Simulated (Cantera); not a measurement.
Equilibrium for silicon carbide growth: (CH₃)₂SiCl₂ + H₂

Input: 1 mol (CH₃)₂SiCl₂, 19 mol H₂, held at 2198.15 K and 5.90 mbar.

These are equilibrium values from Cantera (NASA tables, ideal gas, pure condensed phases), not measurements of a reactor. Candidate condensed phases: C, C₆H₆, C₇H₈, C₈H₁₈, Si, SiC; 109 gas species. The feed counts by its element totals alone. The tables' values for SiCl are old estimates; treat these amounts as uncertain. Gases not in the tables: Si₂H₆ and higher silanes. Kinetics and transport are ignored.

The x(H₂) comes out as 0.842. The x(HCl) is 0.0755 and the x(H) is 0.0666. The x(Si) is 0.00655 and the x(Cl) is 0.00435. The x(C₂H₂ (acetylene)) is 0.00214. The x(SiCl₂) is 0.00140 and the x(SiC₂) is 0.000625. The x(SiCl) is 0.000516, the n(C(graphite)) is 1.10 mol and the n(SiC(s)) is 0.757 mol. The gas amount comes out as 24.04 mol and the log10 activity of Si(l) (absent) comes out as -0.97.
